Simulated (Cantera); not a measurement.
Charge: 1 mol SiCl4, 1.9 mol NH3, 15 mol N2, equilibrated at 0.100 bar.

Equilibrium computed with Cantera from the NASA thermochemical tables; the gas is ideal and each condensed phase is pure. Candidate condensed phases: NH4Cl, Si, Si3N4; 28 gas species. Kinetics and transport are ignored.

Question: What share of the Si ends up in condensed phases as a function of T (°C), at 575, 675, 775, 875, 975, 1075, 1175, 1275, 1375, 1475?

Answer: 
```
T (°C)  Si condensed (%)        as
------  ----------------  --------
575                 65.5  Si3N4(s)
675                 69.9  Si3N4(s)
775                 73.2  Si3N4(s)
875                 75.7  Si3N4(s)
975                 77.3  Si3N4(s)
1075                77.1  Si3N4(s)
1175                72.0  Si3N4(s)
1275                56.9  Si3N4(s)
1375                31.1  Si3N4(s)
1475                 2.2  Si3N4(s)
```
